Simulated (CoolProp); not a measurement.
Vapour-liquid equilibrium of isobutene (1) + ethanol (2) at 0.765 MPa; x and y are mole fractions of (1).

The numbers come from the multi-fluid Helmholtz-energy mixture model, Lemmon 2005 and Schroeder 2014; pair parameters Bell 2016 in CoolProp.

```json
[
 {"x": "0.05", "bubble temperature, mixture model (K)": "396.5", "bubble temperature, Raoult's law (K)": "406.5", "y, mixture model": "___", "y, Raoult's law": "0.217"},
 {"x": "0.15", "bubble temperature, mixture model (K)": "___", "bubble temperature, Raoult's law (K)": "393.5", "y, mixture model": "0.780", "y, Raoult's law": "0.520"},
 {"x": "0.25", "bubble temperature, mixture model (K)": "___", "bubble temperature, Raoult's law (K)": "381.9", "y, mixture model": "0.888", "y, Raoult's law": "0.705"},
 {"x": "0.35", "bubble temperature, mixture model (K)": "342.0", "bubble temperature, Raoult's law (K)": "371.9", "y, mixture model": "0.918", "y, Raoult's law": "0.818"},
 {"x": "0.45", "bubble temperature, mixture model (K)": "339.9", "bubble temperature, Raoult's law (K)": "363.2", "y, mixture model": "0.926", "y, Raoult's law": "0.887"},
 {"x": "0.55", "bubble temperature, mixture model (K)": "339.4", "bubble temperature, Raoult's law (K)": "355.8", "y, mixture model": "0.928", "y, Raoult's law": "0.930"},
 {"x": "0.65", "bubble temperature, mixture model (K)": "338.9", "bubble temperature, Raoult's law (K)": "349.3", "y, mixture model": "0.931", "y, Raoult's law": "0.958"},
 {"x": "0.75", "bubble temperature, mixture model (K)": "___", "bubble temperature, Raoult's law (K)": "343.6", "y, mixture model": "0.937", "y, Raoult's law": "0.976"},
 {"x": "0.85", "bubble temperature, mixture model (K)": "336.1", "bubble temperature, Raoult's law (K)": "338.7", "y, mixture model": "0.952", "y, Raoult's law": "0.988"},
 {"x": "0.95", "bubble temperature, mixture model (K)": "___", "bubble temperature, Raoult's law (K)": "334.3", "y, mixture model": "___", "y, Raoult's law": "0.997"}
]
```

Q: Some entries are withheld; supply them.

A: 
- 0.05, y, mixture model: 0.380
- 0.15, bubble temperature, mixture model (K): 365.6
- 0.25, bubble temperature, mixture model (K): 348.7
- 0.75, bubble temperature, mixture model (K): 337.9
- 0.95, bubble temperature, mixture model (K): 333.6
- 0.95, y, mixture model: 0.979

The largest gap from Raoult's law is -33.2 K in bubble temperature, at x = 0.25. No azeotrope shows between x = 0.05 and 0.95.

Pair parameters are fitted to limited data, so mixtures are less certain than the pure fluids. With so large a gap from Raoult's law the liquid may split in two, which this calculation doesn't test in full.
